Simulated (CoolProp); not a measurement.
Vapour-liquid equilibrium of hydrogen sulfide (1) + benzene (2) at 341.4 K; x and y are mole fractions of (1).

Model: multi-fluid Helmholtz-energy mixture model, Lemmon 2006 and Thol 2012; pair parameters Bell 2016, in CoolProp.

```tsv
x	bubble pressure, mixture model (bar)	bubble pressure, Raoult's law (bar)	y, mixture model	y, Raoult's law
0.05	2.626	3.214	0.737	0.795
0.2	8.447	10.78	0.921	0.948
0.35	14.59	18.34	0.957	0.975
0.5	21.31	25.90	0.973	0.987
0.65	28.82	33.46	0.983	0.993
0.8	37.27	41.02	0.990	0.997
0.95	47.12	48.58	0.997	0.999
```

The largest gap from Raoult's law is -21.6 % in bubble pressure, at x = 0.2. No azeotrope shows between x = 0.05 and 0.95.

The pair parameters rest on a limited set of measurements; away from them the model extrapolates.
